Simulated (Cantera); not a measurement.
# Nitride etching: Si3N4 + H2O + N2

Input: 1 mol Si3N4, 0.98 mol H2O, 60 mol N2, held at 10.0 mbar.

These are equilibrium values from Cantera (NASA tables, ideal gas, pure condensed phases), not measurements of a reactor. Candidate condensed phases: H2O, Si, SiO2, Si2N2O, Si3N4; 35 gas species. Mutual solubility and eutectic melting of coexisting phases are not modelled. The tables' values for SiN are old estimates; treat these amounts as uncertain. The numbers say what is thermodynamically allowed, not how fast it happens.

From 1100 K to 1700 K the condensed part is Si2N2O(s) + Si3N4(s). At 1800 K the condensed part is Si3N4(s). From 1900 K to 2000 K the condensed part is Si(l).

```tsv
T (K)	x N2	x H2	x SiO	x Si	x H	n Si2N2O(s)	n Si3N4(s)	n Si(l)
1100	0.984	0.0160	<1e-12	<1e-12	3.27e-8	0.980	0.347	0
1200	0.984	0.0160	1.29e-10	<1e-12	2.50e-7	0.980	0.347	0
1300	0.984	0.0160	1.15e-8	5.92e-12	1.40e-6	0.980	0.347	0
1400	0.984	0.0160	5.32e-7	5.74e-10	6.15e-6	0.980	0.347	0
1500	0.984	0.0160	1.46e-5	3.00e-8	2.22e-5	0.979	0.347	0
1600	0.984	0.0159	0.000263	9.50e-7	6.87e-5	0.964	0.352	0
1700	0.981	0.0158	0.00334	1.99e-5	0.000185	0.775	0.415	0
1800	0.968	0.0154	0.0156	0.000298	0.000445	0	0.666	0
1900	0.968	0.0148	0.0153	0.00126	0.000966	0	0	1.93
2000	0.964	0.0142	0.0152	0.00435	0.00194	0	0	1.70
```
x: gas mole fraction; n: condensed amount in mol.
